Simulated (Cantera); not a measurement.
Cantera run:

```python
import numpy as np
import cantera as ct

gas_names = """
    C CO CO2 C2 C2O C3 C3O2 C4 C5 O O2 O3 Ti TiO TiO2
""".split()
cond_names = """
    C(gr) Ti(a) Ti(b) Ti(L) TiC(s) TiC(L) TiO(a) TiO(b) TiO(L) TiO2(ru) TiO2(L) Ti2O3(a) Ti2O3(b)
    Ti2O3(L) Ti3O5(a) Ti3O5(b) Ti3O5(L) Ti4O7(s) Ti4O7(L)
""".split()


# ... load() reads the species with a 1 bar reference pressure and builds the phases ...
atoms = {
    'TiO2': {'Ti': 1, 'O': 2},
    'CO': {'C': 1, 'O': 1},
}
top_T = {'C(gr)': 4500}  # K; cautious upper limits of use, not melting points


# ... equilibrate(T, P, feed) seeds the gas with the atoms and calls Mixture.equilibrate('TP', solver="vcs", rtol=1e-11, max_steps=5000) ...
results = []
feed = {'TiO2': 1, 'CO': 1.5}  # mol
P = 36000  # Pa
for T in [1225, 1275, 1325, 1375, 1425, 1475, 1525, 1575, 1625, 1675, 1725]:
    mix = equilibrate(T, P, feed)
    results.append((T, P, feed, dict(zip(mix.species_names, mix.species_moles))))
    x = sorted(zip(gas.X, gas.species_names), reverse=True)
    print(f"T = {T:g} K  P = {P:g} Pa  gas = {mix.phase_moles(0):.4g} mol")
    print("   x: " + "  ".join(f"{s} {v:.3e}" for v, s in x if v > 1e-06))
    print("   condensed (mol): " + ("  ".join(f"{mix.phase(i).name} {mix.phase_moles(i):.4g}"
          for i in range(1, mix.n_phases) if mix.phase_moles(i) > 1e-12) or "none"))
```

Output:

```
T = 1225 K  P = 36000 Pa  gas = 1.493 mol
   x: CO 9.952e-01  CO2 4.775e-03
   condensed (mol): C(gr) 0.007128  TiO2(ru) 1
T = 1275 K  P = 36000 Pa  gas = 1.496 mol
   x: CO 9.975e-01  CO2 2.511e-03
   condensed (mol): C(gr) 0.003757  TiO2(ru) 1
T = 1325 K  P = 36000 Pa  gas = 1.5 mol
   x: CO 9.980e-01  CO2 2.029e-03
   condensed (mol): TiO2(ru) 0.9878  Ti4O7(s) 0.003044
T = 1375 K  P = 36000 Pa  gas = 1.5 mol
   x: CO 9.971e-01  CO2 2.858e-03
   condensed (mol): TiO2(ru) 0.9829  Ti4O7(s) 0.004286
T = 1425 K  P = 36000 Pa  gas = 1.5 mol
   x: CO 9.961e-01  CO2 3.940e-03
   condensed (mol): TiO2(ru) 0.9764  Ti4O7(s) 0.00591
T = 1475 K  P = 36000 Pa  gas = 1.5 mol
   x: CO 9.947e-01  CO2 5.329e-03
   condensed (mol): TiO2(ru) 0.968  Ti4O7(s) 0.007993
T = 1525 K  P = 36000 Pa  gas = 1.5 mol
   x: CO 9.929e-01  CO2 7.084e-03
   condensed (mol): TiO2(ru) 0.9575  Ti4O7(s) 0.01063
T = 1575 K  P = 36000 Pa  gas = 1.5 mol
   x: CO 9.907e-01  CO2 9.268e-03
   condensed (mol): TiO2(ru) 0.9444  Ti4O7(s) 0.0139
T = 1625 K  P = 36000 Pa  gas = 1.5 mol
   x: CO 9.880e-01  CO2 1.195e-02
   condensed (mol): TiO2(ru) 0.9283  Ti4O7(s) 0.01793
T = 1675 K  P = 36000 Pa  gas = 1.5 mol
   x: CO 9.848e-01  CO2 1.521e-02
   condensed (mol): TiO2(ru) 0.9087  Ti4O7(s) 0.02281
T = 1725 K  P = 36000 Pa  gas = 1.5 mol
   x: CO 9.809e-01  CO2 1.911e-02
   condensed (mol): TiO2(ru) 0.8853  Ti4O7(s) 0.02867
```

Cantera equilibrium calculation (NASA polynomials, part measured and part estimated; ideal gas, pure solids and liquids). Mutual solubility and eutectic melting of coexisting phases are not modelled. Condensed phases not in the tables: Magnéli phases beyond Ti4O7.
